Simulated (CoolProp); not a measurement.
Sulfur hexafluoride at 234 K and 2.97 MPa flows at 17 m/s in a round tube of 20 mm bore and 15 µm roughness, fully developed (64/Re and Nu = 3.66 if laminar; Colebrook and Gnielinski if turbulent). Each further row changes one setting.

Values from CoolProp's reference Helmholtz-energy equation of state, Guder 2009.

```tsv
case	Reynolds number	Darcy friction factor	pressure drop (Pa/m)	heat-transfer coefficient (W/(m² K))	mass flow (kg/h)
as stated	1670000	…	…	…	…
velocity 34 m/s	3350000	…	964000	…	…
diameter 40 mm	3350000	0.0159	104000	27500	…
```

Complete the blanks.


- as stated, Darcy friction factor: 0.0186
- as stated, pressure drop (Pa/m): 242000
- as stated, heat-transfer coefficient (W/(m² K)): 31000
- as stated, mass flow (kg/h): 34800
- velocity 34 m/s, Darcy friction factor: 0.0184
- velocity 34 m/s, heat-transfer coefficient (W/(m² K)): 61600
- velocity 34 m/s, mass flow (kg/h): 69500
- diameter 40 mm, mass flow (kg/h): 139000

Viscosity comes from a separate model (Quiñones-Cisneros 2012). Thermal conductivity comes from a separate model (Assael 2012).
